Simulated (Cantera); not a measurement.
Cantera run:

```python
import numpy as np
import cantera as ct

gas_names = """
    H HO2 H2 H2O H2O2 O OH O2 O3 V VO VO2
""".split()
cond_names = """
    H2O(s) H2O(L) V(cr) V(L) VO(s) VO(L) V2O3(s) V2O3(L) V2O4(I) V2O4(II) V2O4(L) V2O5(s) V2O5(L)
""".split()


def load(file, names, dense=False):
    # The tables refer to 1 bar. Condensed volumes are neglected.
    table = {s.name: s for s in ct.Species.list_from_file(file)}
    out = []
    for n in names:
        d = dict(table[n].input_data)
        d["thermo"] = dict(d["thermo"], **{"reference-pressure": 1e5})
        if dense:
            d["equation-of-state"] = {"model": "constant-volume", "density": "1e6 g/cm^3"}
        out.append(ct.Species.from_dict(d))
    return out


gas = ct.Solution(thermo="ideal-gas", species=load("nasa_gas.yaml", gas_names))
cond = {s.name: ct.Solution(thermo="fixed-stoichiometry", species=[s], name=s.name)
        for s in load("nasa_condensed.yaml", cond_names, dense=True)}
atoms = {
    'V2O3': {'V': 2, 'O': 3},
    'H2': {'H': 2},
    'H2O': {'H': 2, 'O': 1},
}
top_T = {}  # K; cautious upper limits of use, not melting points


def equilibrate(T, P, feed):
    n = {}
    for name, mol in feed.items():
        for a, k in atoms[name].items():
            n[a] = n.get(a, 0.0) + k * mol
    gas.TPX = T, P, n
    mass = sum(n.values()) * gas.mean_molecular_weight
    gas.equilibrate("TP")
    valid = [c for c in cond.values() if c.min_temp <= T <= top_T.get(c.name, c.max_temp)]
    mix = ct.Mixture([(gas, mass / gas.mean_molecular_weight)] + [(c, 0.0) for c in valid])
    mix.T, mix.P = T, P
    mix.equilibrate("TP", solver="vcs", rtol=1e-11, max_steps=5000)
    return mix


results = []
P = 10000  # Pa
for T in [725, 800, 875, 950, 1025, 1100, 1175, 1250, 1325, 1400, 1475, 1550]:
    for m in [0.6, 1.2, 2.4, 4.9, 9.9, 20, 40, 81, 160, 330]:
        feed = {'V2O3': 1, 'H2': m, 'H2O': 0.12}  # mol
        mix = equilibrate(T, P, feed)
        results.append((T, P, feed, dict(zip(mix.species_names, mix.species_moles))))

for T, P, feed, n in results:
    print(f"{T:7g} {feed['H2']:10.4g}  " + (" + ".join(c for c in cond_names if n.get(c, 0) > 1e-12) or "gas only"))
```

It prints:

```
    725        0.6  V2O3(s)
    725        1.2  V2O3(s)
    725        2.4  V2O3(s)
    725        4.9  V2O3(s)
    725        9.9  V2O3(s)
    725         20  V2O3(s)
    725         40  V2O3(s)
    725         81  V2O3(s)
    725        160  V2O3(s)
    725        330  V2O3(s)
    800        0.6  V2O3(s)
    800        1.2  V2O3(s)
    800        2.4  V2O3(s)
    800        4.9  V2O3(s)
    800        9.9  V2O3(s)
    800         20  V2O3(s)
    800         40  V2O3(s)
    800         81  V2O3(s)
    800        160  V2O3(s)
    800        330  V2O3(s)
    875        0.6  V2O3(s)
    875        1.2  V2O3(s)
    875        2.4  V2O3(s)
    875        4.9  V2O3(s)
    875        9.9  V2O3(s)
    875         20  V2O3(s)
    875         40  V2O3(s)
    875         81  V2O3(s)
    875        160  V2O3(s)
    875        330  V2O3(s)
    950        0.6  V2O3(s)
    950        1.2  V2O3(s)
    950        2.4  V2O3(s)
    950        4.9  V2O3(s)
    950        9.9  V2O3(s)
    950         20  V2O3(s)
    950         40  V2O3(s)
    950         81  V2O3(s)
    950        160  V2O3(s)
    950        330  V2O3(s)
   1025        0.6  V2O3(s)
   1025        1.2  V2O3(s)
   1025        2.4  V2O3(s)
   1025        4.9  V2O3(s)
   1025        9.9  V2O3(s)
   1025         20  V2O3(s)
   1025         40  V2O3(s)
   1025         81  V2O3(s)
   1025        160  V2O3(s)
   1025        330  V2O3(s)
   1100        0.6  V2O3(s)
   1100        1.2  V2O3(s)
   1100        2.4  V2O3(s)
   1100        4.9  V2O3(s)
   1100        9.9  V2O3(s)
   1100         20  V2O3(s)
   1100         40  V2O3(s)
   1100         81  V2O3(s)
   1100        160  V2O3(s)
   1100        330  V2O3(s)
   1175        0.6  V2O3(s)
   1175        1.2  V2O3(s)
   1175        2.4  V2O3(s)
   1175        4.9  V2O3(s)
   1175        9.9  V2O3(s)
   1175         20  V2O3(s)
   1175         40  V2O3(s)
   1175         81  V2O3(s)
   1175        160  V2O3(s)
   1175        330  V2O3(s)
   1250        0.6  V2O3(s)
   1250        1.2  V2O3(s)
   1250        2.4  V2O3(s)
   1250        4.9  V2O3(s)
   1250        9.9  V2O3(s)
   1250         20  V2O3(s)
   1250         40  V2O3(s)
   1250         81  V2O3(s)
   1250        160  V2O3(s)
   1250        330  VO(s) + V2O3(s)
   1325        0.6  V2O3(s)
   1325        1.2  V2O3(s)
   1325        2.4  V2O3(s)
   1325        4.9  V2O3(s)
   1325        9.9  V2O3(s)
   1325         20  V2O3(s)
   1325         40  V2O3(s)
   1325         81  V2O3(s)
   1325        160  VO(s) + V2O3(s)
   1325        330  VO(s) + V2O3(s)
   1400        0.6  V2O3(s)
   1400        1.2  V2O3(s)
   1400        2.4  V2O3(s)
   1400        4.9  V2O3(s)
   1400        9.9  V2O3(s)
   1400         20  V2O3(s)
   1400         40  V2O3(s)
   1400         81  VO(s) + V2O3(s)
   1400        160  VO(s) + V2O3(s)
   1400        330  VO(s) + V2O3(s)
   1475        0.6  V2O3(s)
   1475        1.2  V2O3(s)
   1475        2.4  V2O3(s)
   1475        4.9  V2O3(s)
   1475        9.9  V2O3(s)
   1475         20  V2O3(s)
   1475         40  VO(s) + V2O3(s)
   1475         81  VO(s) + V2O3(s)
   1475        160  VO(s) + V2O3(s)
   1475        330  VO(s) + V2O3(s)
   1550        0.6  V2O3(s)
   1550        1.2  V2O3(s)
   1550        2.4  V2O3(s)
   1550        4.9  V2O3(s)
   1550        9.9  V2O3(s)
   1550         20  V2O3(s)
   1550         40  VO(s) + V2O3(s)
   1550         81  VO(s) + V2O3(s)
   1550        160  VO(s) + V2O3(s)
   1550        330  VO(s)
```

These are equilibrium values from Cantera (NASA tables, ideal gas, pure condensed phases), not measurements of a reactor. Mutual solubility and eutectic melting of coexisting phases are not modelled. VO: taken at fixed stoichiometry. Condensed phases not in the tables: the oxides between V2O3 and V2O5 other than VO2.
